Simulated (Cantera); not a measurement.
An isothermal, constant-pressure homogeneous reactor starts with CH₄ : H₂ : N₂ = 0.008 : 1 : 0.0017 (molar parts), at 2375 K and 0.0263 atm. Integrator tolerance rtol = 1e-08.

Model: GRI-Mech 3.0 (53 species, 325 reactions), integrated in Cantera. GRI-Mech 3.0 stops at C3 and has no aromatics, soot or wall deposition, so with more carbon than oxygen in the feed, carbon stays in small species such as C2H2 where larger ones or solid carbon would form. Radical loss at walls, strong at low pressure, is not modelled.

Question: What does this change do: 0.041 parts H2O added?

Answer: 
```csv
quantity,before,after
x(CH₄) at 5.00 s,3.25e-6 (gas-phase equilibrium 3.02e-6),<1e-12 (gas-phase equilibrium <1e-12)
x(H₂) at 5.00 s,0.912 (gas-phase equilibrium 0.912),0.880 (gas-phase equilibrium 0.880)
x(CH₃) at 5.00 s,5.45e-6 (gas-phase equilibrium 5.06e-6),1.14e-12 (gas-phase equilibrium 1.25e-12)
x(C₂H₂) at 5.00 s,0.00373 (gas-phase equilibrium 0.00307),<1e-12 (gas-phase equilibrium <1e-12)
x(C₂H₆) at 5.00 s,<1e-12 (gas-phase equilibrium <1e-12),<1e-12 (gas-phase equilibrium <1e-12)
x(CH₂) at 5.00 s,7.70e-7 (gas-phase equilibrium 7.15e-7),<1e-12 (gas-phase equilibrium <1e-12)
```

Question: What does this change do: H2 1 to 0.32 parts?

Answer: 
```tsv
quantity	before	after
x(CH₄) at 5.00 s	3.25e-6 (gas-phase equilibrium 3.02e-6)	5.49e-6 (gas-phase equilibrium 5.16e-6)
x(H₂) at 5.00 s	0.912 (gas-phase equilibrium 0.912)	0.901 (gas-phase equilibrium 0.901)
x(CH₃) at 5.00 s	5.45e-6 (gas-phase equilibrium 5.06e-6)	9.25e-6 (gas-phase equilibrium 8.69e-6)
x(C₂H₂) at 5.00 s	0.00373 (gas-phase equilibrium 0.00307)	0.0112 (gas-phase equilibrium 0.00926)
x(C₂H₆) at 5.00 s	<1e-12 (gas-phase equilibrium <1e-12)	<1e-12 (gas-phase equilibrium <1e-12)
x(CH₂) at 5.00 s	7.70e-7 (gas-phase equilibrium 7.15e-7)	1.32e-6 (gas-phase equilibrium 1.24e-6)
```

Question: What does this change do: 0.003 parts H2O added?

Answer: 
```json
[
 {"quantity": "x(CH₄) at 5.00 s", "before": "3.25e-6 (gas-phase equilibrium 3.02e-6)", "after": "2.55e-6 (gas-phase equilibrium 2.30e-6)"},
 {"quantity": "x(H₂) at 5.00 s", "before": "0.912 (gas-phase equilibrium 0.912)", "after": "0.910 (gas-phase equilibrium 0.910)"},
 {"quantity": "x(CH₃) at 5.00 s", "before": "5.45e-6 (gas-phase equilibrium 5.06e-6)", "after": "4.27e-6 (gas-phase equilibrium 3.85e-6)"},
 {"quantity": "x(C₂H₂) at 5.00 s", "before": "0.00373 (gas-phase equilibrium 0.00307)", "after": "0.00231 (gas-phase equilibrium 0.00178)"},
 {"quantity": "x(C₂H₆) at 5.00 s", "before": "<1e-12 (gas-phase equilibrium <1e-12)", "after": "<1e-12 (gas-phase equilibrium <1e-12)"},
 {"quantity": "x(CH₂) at 5.00 s", "before": "7.70e-7 (gas-phase equilibrium 7.15e-7)", "after": "6.04e-7 (gas-phase equilibrium 5.44e-7)"}
]
```
